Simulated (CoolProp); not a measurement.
Model: reference Helmholtz-energy equation of state, Schmidt 1985, in CoolProp.

Give the vapour pressure (MPa), liquid density (kg/m³), vapour density (kg/m³), liquid cp (kJ/(kg K)) of saturated oxygen at -161.75, -138.95 °C.


```csv
T (°C),p (MPa),liquid density (kg/m³),vapour density (kg/m³),liquid cp (kJ/(kg K))
-161.75,0.598,1030,23.3,1.82
-138.95,2.14,868,85.5,2.32
```
